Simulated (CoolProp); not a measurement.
Methane along the isotherm 139.4 K: fugacity coefficient from the reference equation and from simpler models built on Tc = 190.6 K, pc = 4.599 MPa, ω = 0.011; each cubic takes its own stable root.

The numbers come from the reference Helmholtz-energy equation of state, Setzmann 1991 in CoolProp.

```csv
p (MPa),phase,reference,Soave-Redlich-Kwong,Peng-Robinson
0.00727,gas,0.9987,0.9987,0.9987
0.0123,gas,0.9978,0.9979,0.9977
0.0207,gas,0.9963,0.9964,0.9962
0.035,gas,0.9938,0.9939,0.9936
0.059,gas,0.9895,0.9898,0.9891
0.0995,gas,0.9822,0.9827,0.9817
0.168,gas,0.9700,0.9709,0.9692
0.284,gas,0.9493,0.9508,0.9480
0.478,gas,0.9145,0.9174,0.9129
0.807,liquid,0.6890,0.6950,0.6908
1.36,liquid,0.4172,0.4210,0.4175
2.3,liquid,0.2553,0.2578,0.2546
```
